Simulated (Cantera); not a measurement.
A closed system holds: 1 mol B, 22 mol N2, at 898.15 K and 0.133 bar.

Method: chemical equilibrium by Gibbs-energy minimisation in Cantera with the NASA 1993 tables (ideal gas, pure condensed phases). Candidate condensed phases: B, BN; 5 gas species. N2 is the only nitrogen source here; it is nearly inert below about 1500 K, so the nitride shown seldom forms there in practice. Kinetics and transport are ignored.

Base state: N2 1.00 (mole fractions); condensed: BN(s).

**Question.** What changes in the equilibrium state with this change: B replaced by BF3?

**Answer.** 
```csv
species,before,after
N2,1.00,0.957
BF3,0,0.0435
"BN(s), mol",1.00,0
```
